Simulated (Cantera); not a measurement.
Input: 1 mol FeS, 1.7 mol O2, held at 1300 K and 0.110 bar.

These are equilibrium values from Cantera (NASA tables, ideal gas, pure condensed phases), not measurements of a reactor. Candidate condensed phases: Fe, FeO, FeS, FeSO4, FeS2, Fe2O3, Fe2(SO4)3, Fe3O4, S; 12 gas species. Mutual solubility and eutectic melting of coexisting phases are not modelled. Equilibrium is a limit: real reactors are often held back by kinetics, nucleation or transport.

Base state: SO2 0.999, SO3 0.000496, O2 0.000150 (mole fractions); condensed: Fe2O3(s) + Fe3O4(s).

Task: What changes in the equilibrium state with this change: O2 from 1.7 to 1.4 mol?

Result: 
| species | before | after |
|---|---|---|
| SO2 | 0.999 | 0.889 |
| S2 | <1e-9 | 0.104 |
| S2O | <1e-9 | 0.00522 |
| O2 | 0.000150 | <1e-9 |
| SO3 | 0.000496 | 4.56e-7 |
| SO | 2.08e-6 | 0.00179 |
| Fe2O3(s), mol | 0.198 | 0 |
| Fe3O4(s), mol | 0.202 | 0.317 |
| FeS(s), mol | 0 | 0.0481 |
FeS: taken at fixed stoichiometry.

Task: What changes in the equilibrium state with this change: temperature from 1300 K to 1623 K?

Result: 
```csv
species,before,after
SO2,0.999,0.967
O2,0.000150,0.0317
SO3,0.000496,0.00120
O,6.54e-9,1.02e-5
SO,2.08e-6,3.60e-5
"Fe2O3(s), mol",0.198,0
"Fe3O4(s), mol",0.202,0.333
```
